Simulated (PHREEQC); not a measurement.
A solution holds 0.12 mol/kgw HF, 0.0047 mol/kgw (NH4)2SiF6 and 0.018 mol/kgw HCl, at 66 °C. Closed to the air; pH follows from the charge balance.

Model: ion-association model, phreeqc.dat, run in PHREEQC.

### Question
The ionic strength comes out as 0.0356 mol/kgw. What activity coefficients do H+, SiF6-2, F-, NH4+, HF2- get?

### Answer
H+ 0.86, SiF6-2 0.48, F- 0.82, NH4+ 0.81, HF2- 0.83.

This is a speciation only: nothing precipitates in the calculation. Species that the database lacks are ignored. At this temperature some constants are extrapolated from 25 °C, and those without enthalpy data are left unchanged. SiF6-2 is the database's only silicon fluoride.
